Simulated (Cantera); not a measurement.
Charge: 1 mol Al, 7.9 mol NH3, 15 mol H2, held at 13.3 mbar.

Method: chemical equilibrium by Gibbs-energy minimisation in Cantera with the NASA 1993 tables (ideal gas, pure condensed phases). Candidate condensed phases: Al, AlN; 13 gas species. Rates play no part. All values below are at 1277 °C.

Base state: H2 0.886, N2 0.114, H 0.000257 (mole fractions); condensed: AlN(s).

Problem. What changes in the equilibrium state with this change: NH3 from 7.9 to 0.22 mol?

Solution. 
```
species        before     after
-----------  --------  --------
H2              0.886     0.997
Al            6.18e-7   0.00220
H            0.000257  0.000272
N2              0.114   9.01e-9
AlH           6.71e-8  0.000253
AlN(s), mol     1.000     0.220
Al(l), mol          0     0.742
```
Mutual solubility and eutectic melting of coexisting phases are not modelled.
